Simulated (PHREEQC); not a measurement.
Leach liquor (model solution)

Consider water at 25 °C with 0.77 mol H2SO4, 0.00061 mol LiCl and 0.00025 mol MnSO4 per kg of water. Closed to the air; pH follows from the charge balance.

All values are PHREEQC results (ion-association model, wateq4f.dat), not measurements.

Each row changes one thing in this solution. This is a speciation only: nothing precipitates in the calculation.

| case | pH | ionic strength (mol/kgw) | HSO4- (mol/kgw) | SO4-2 (mol/kgw) |
|---|---|---|---|---|
| as made | 0.21 | 0.865 | 0.723 | 0.0469 |
| LiCl left out | 0.21 | 0.864 | 0.723 | 0.0469 |
| temperature from 25 to 10 °C | 0.20 | 0.892 | 0.710 | 0.0604 |
| diluted 100-fold with water | 1.96 | ___ | 0.00325 | ___ |
| MnSO4 replaced by NiSO4 at the same molality | 0.21 | 0.865 | 0.723 | 0.0469 |
| MnSO4 from 0.00025 to 0.000125 mol/kgw | 0.21 | 0.865 | 0.723 | 0.0469 |
| MnSO4 from 0.00025 to 0.000225 mol/kgw | 0.21 | 0.865 | 0.723 | 0.0469 |

**Question.** Some entries are withheld; supply them.

**Answer.** 
- diluted 100-fold with water, ionic strength (mol/kgw): 0.0166
- diluted 100-fold with water, SO4-2 (mol/kgw): 0.00446

The ionic strength passes 0.7 mol/kgw, the rough limit of the ion-association models, in as made; LiCl left out; temperature from 25 to 10 °C; MnSO4 replaced by NiSO4 at the same molality; MnSO4 from 0.00025 to 0.000125 mol/kgw; MnSO4 from 0.00025 to 0.000225 mol/kgw. Species that the database lacks are ignored. At this temperature some constants are extrapolated from 25 °C, and those without enthalpy data are left unchanged.
